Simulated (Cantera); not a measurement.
# NH3 + SO2 + N2 (abatement and gas-phase synthesis)

Input: 1 mol NH3, 0.11 mol SO2, 0.19 mol N2, equilibrated at 1 atm.

These are equilibrium values from Cantera (NASA tables, ideal gas, pure condensed phases), not measurements of a reactor. Candidate condensed phases: H2O, H2SO4, S; 35 gas species. Gases not in the tables: S3 to S7. Kinetics and transport are ignored.

| T (K) | x H2 | x N2 | x H2O | x H2S | x S2 |
|---|---|---|---|---|---|
| 1273 | 0.534 | 0.315 | 0.100 | 0.0501 | 4.93e-5 |
| 1348 | 0.534 | 0.315 | 0.100 | 0.0499 | 0.000127 |
| 1423 | 0.535 | 0.315 | 0.100 | 0.0495 | 0.000292 |
| 1498 | 0.535 | 0.315 | 0.100 | 0.0487 | 0.000607 |
| 1573 | 0.536 | 0.315 | 0.100 | 0.0473 | 0.00114 |
| 1648 | 0.537 | 0.314 | 0.100 | 0.0453 | 0.00196 |
| 1723 | 0.539 | 0.314 | 0.1000 | 0.0425 | 0.00304 |
| 1798 | 0.541 | 0.313 | 0.0998 | 0.0390 | 0.00433 |
| 1873 | 0.543 | 0.313 | 0.0995 | 0.0352 | 0.00569 |
| 1948 | 0.545 | 0.312 | 0.0991 | 0.0313 | 0.00699 |
| 2023 | 0.547 | 0.311 | 0.0986 | 0.0276 | 0.00812 |
| 2098 | 0.549 | 0.310 | 0.0981 | 0.0240 | 0.00901 |
| 2173 | 0.550 | 0.310 | 0.0974 | 0.0208 | 0.00963 |
| 2248 | 0.550 | 0.309 | 0.0966 | 0.0179 | 0.00995 |
x: gas mole fraction; nothing condenses.

From 1273 K to 2248 K nothing is condensed.
